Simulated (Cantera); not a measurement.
Input: 1 mol Fe₂O₃, 4.6 mol O₂, 0.72 mol N₂, held at 0.0100 bar.

Cantera equilibrium calculation (NASA polynomials, part measured and part estimated; ideal gas, pure solids and liquids). Candidate condensed phases: Fe, FeO, Fe₂O₃, Fe₃O₄; 11 gas species. The numbers say what is thermodynamically allowed, not how fast it happens.

x: gas mole fraction; n: condensed amount in mol.

| T (°C) | x O₂ | x N₂ | x NO | x O | n Fe₂O₃(s) | n Fe₃O₄(s) |
|---|---|---|---|---|---|---|
| 775 | 0.865 | 0.135 | 4.35e-5 | 5.88e-9 | 1.00 | 0 |
| 850 | 0.865 | 0.135 | 8.77e-5 | 4.09e-8 | 1.00 | 0 |
| 925 | 0.865 | 0.135 | ? | ? | 1.00 | 0 |
| 1000 | 0.865 | 0.135 | 0.000278 | 1.00e-6 | 1.00 | 0 |
| 1075 | 0.864 | 0.135 | 0.000450 | 3.79e-6 | 1.00 | 0 |
| 1150 | 0.864 | 0.135 | ? | ? | 1.00 | 0 |
| 1225 | 0.864 | 0.135 | 0.00102 | 3.67e-5 | 1.00 | 0 |
| 1300 | 0.868 | 0.131 | 0.00142 | 9.73e-5 | 0 | 0.667 |
| 1375 | 0.868 | 0.130 | 0.00195 | 0.000236 | 0 | 0.667 |

Question: Some entries are withheld; supply them.

Answer: 
- 1150, x NO: 0.000691
- 1150, x O: 1.25e-5
- 925, x NO: 0.000162
- 925, x O: 2.23e-7
